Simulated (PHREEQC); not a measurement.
Spent oxide etchant: an equilibrium model

Solution (25 °C): 0.02 mol/kgw NH4HF2, 5e-05 mol/kgw H2SiF6 and 0.061 mol/kgw HCl. Closed to the air; pH follows from the charge balance.

Model: ion-association model, phreeqc.dat, run in PHREEQC.

Each row changes one thing in this solution. No solid was allowed to form.

```json
[
 {"case": "as made", "pH": "1.45", "ionic strength (mol/kgw)": "0.0622", "HF (mol/kgw)": "0.0388", "F- (mol/kgw)": "0.000925", "HF2- (mol/kgw)": "0.000138", "NH3 (mol/kgw)": "2.47e-10", "SI of Quartz (SiO2)": "-6.27"},
 {"case": "HCl from 0.061 to 0.61 mol/kgw", "pH": "0.35", "ionic strength (mol/kgw)": "0.610", "HF (mol/kgw)": "(withheld)", "F- (mol/kgw)": "0.000111", "HF2- (mol/kgw)": "(withheld)", "NH3 (mol/kgw)": "1.27e-11", "SI of Quartz (SiO2)": "-4.83"},
 {"case": "HCl replaced by NH4Cl at the same molality", "pH": "3.10", "ionic strength (mol/kgw)": "0.0820", "HF (mol/kgw)": "0.0178", "F- (mol/kgw)": "0.0195", "HF2- (mol/kgw)": "0.00133", "NH3 (mol/kgw)": "4.32e-8", "SI of Quartz (SiO2)": "-7.59"},
 {"case": "temperature from 25 to 90 °C", "pH": "1.47", "ionic strength (mol/kgw)": "0.0614", "HF (mol/kgw)": "0.0397", "F- (mol/kgw)": "(withheld)", "HF2- (mol/kgw)": "4.54e-5", "NH3 (mol/kgw)": "1.04e-8", "SI of Quartz (SiO2)": "(withheld)"},
 {"case": "temperature from 25 to 20 °C", "pH": "1.45", "ionic strength (mol/kgw)": "0.0623", "HF (mol/kgw)": "0.0387", "F- (mol/kgw)": "0.00100", "HF2- (mol/kgw)": "0.000143", "NH3 (mol/kgw)": "1.72e-10", "SI of Quartz (SiO2)": "(withheld)"}
]
```

Fill in the missing entries.


- HCl from 0.061 to 0.61 mol/kgw, HF (mol/kgw): 0.0399
- HCl from 0.061 to 0.61 mol/kgw, HF2- (mol/kgw): 1.62e-5
- temperature from 25 to 90 °C, F- (mol/kgw): 0.000277
- temperature from 25 to 90 °C, SI of Quartz (SiO2): -1.78
- temperature from 25 to 20 °C, SI of Quartz (SiO2): -6.62

At this temperature some constants are extrapolated from 25 °C, and those without enthalpy data are left unchanged. SiF6-2 is the database's only silicon fluoride.
